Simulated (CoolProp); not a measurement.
A Linde-Hampson liquefier for ethane: isothermal reversible compression at 320 K from 1 atm to 20 MPa, throttling to 1 atm, return gas leaving the recuperator 2 K below the feed. Each further row changes one setting.

Model: reference Helmholtz-energy equation of state, Bücker 2006, in CoolProp.

```json
[
 {"case": "as stated", "liquid yield per pass": "0.462", "compression work (kJ/kg of gas)": "366"},
 {"case": "high pressure 40 MPa", "liquid yield per pass": "0.458", "compression work (kJ/kg of gas)": "414"},
 {"case": "warm-end temperature 350 K", "liquid yield per pass": "0.377", "compression work (kJ/kg of gas)": "429"},
 {"case": "warm-end gap 7 K", "liquid yield per pass": "0.455", "compression work (kJ/kg of gas)": "366"}
]
```
